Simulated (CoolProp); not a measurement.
Properties of propane along the isotherm 408 K.

The numbers come from the reference Helmholtz-energy equation of state, Lemmon 2009 in CoolProp.

| p (MPa) | phase | Prandtl number | fugacity coefficient |
|---|---|---|---|
| 0.531 | gas | 0.749 | 0.9692 |
| 1.06 | gas | 0.760 | 0.9390 |
| 1.59 | gas | 0.776 | 0.9091 |
| 2.13 | gas | 0.799 | 0.8791 |
| 2.66 | gas | 0.828 | 0.8499 |
| 3.19 | gas | 0.868 | 0.8211 |
| 3.72 | gas | 0.923 | 0.7925 |
| 4.25 | gas | 0.997 | 0.7641 |
| 4.78 | supercritical | 1.10 | 0.7360 |
| 5.31 | supercritical | 1.25 | 0.7080 |
| 5.85 | supercritical | 1.48 | 0.6797 |
| 6.38 | supercritical | 1.78 | 0.6523 |

Viscosity comes from a separate model (Vogel 1998). Thermal conductivity comes from a separate model (Marsh 2002).
